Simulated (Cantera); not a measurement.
A closed system holds: 1 mol Si3N4, 17 mol F2, 0.56 mol N2, 43 mol Cl2, at 950 K and 1400 Pa.

Cantera equilibrium calculation (NASA polynomials, part measured and part estimated; ideal gas, pure solids and liquids). Candidate condensed phases: Si, Si3N4; 24 gas species. Equilibrium is a limit: real reactors are often held back by kinetics, nucleation or transport.

Base state: Cl2 0.536, ClF 0.369, SiF4 0.0503, N2 0.0430, Cl 0.00110, F 0.000238 (mole fractions); condensed: gas only.

What changes in the equilibrium state with this change: Si3N4 replaced by BN?


| species | before | after |
|---|---|---|
| ClF | 0.369 | 0.511 |
| Cl2 | 0.536 | 0.453 |
| N2 | 0.0430 | 0.0175 |
| SiF4 | 0.0503 | 0 |
| BF3 | 0 | 0.0165 |
| F | 0.000238 | 0.000359 |
| Cl | 0.00110 | 0.00101 |
Further candidate phases: B, BN.
